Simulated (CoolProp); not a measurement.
Computed with CoolProp (reference Helmholtz-energy equation of state, Marx 1992).

Question: For R113, give the phase and the density (kg/m³), cp (kJ/(kg K)), expansivity (1/kK), fugacity coefficient at 154.05 °C and 7030 kPa.

Answer: 
- 154.05 °C and 7030 kPa: liquid; density 1260, cp 1.05, expansivity 2.45, fugacity coefficient 0.191
